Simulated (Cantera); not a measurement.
Input: 1 mol Si₃H₈, 0.036 mol HCl, 30 mol H₂, at 1123 K and 278 Torr.

Cantera equilibrium calculation (NASA polynomials, part measured and part estimated; ideal gas, pure solids and liquids). Candidate condensed phases: Si; 19 gas species. The feed counts by its element totals alone. Rates play no part.

Base state: H₂ 0.999, HCl 0.00105 (mole fractions); condensed: Si(s).

What changes in the equilibrium state with this change: HCl from 0.036 to 2.5 mol?


```
species      before     after
----------  -------  --------
H₂            0.999     0.966
HCl         0.00105    0.0197
SiCl₄       5.09e-8   0.00686
SiCl₃       9.74e-8  0.000685
SiHCl₃      8.35e-7   0.00577
SiCl₂       2.31e-6  0.000849
SiH₂Cl₂     1.67e-6  0.000594
SiH₃Cl      8.97e-7   1.63e-5
Si(s), mol     3.00      2.47
```
The tables' values for SiCl₃ are old estimates; treat these amounts as uncertain.
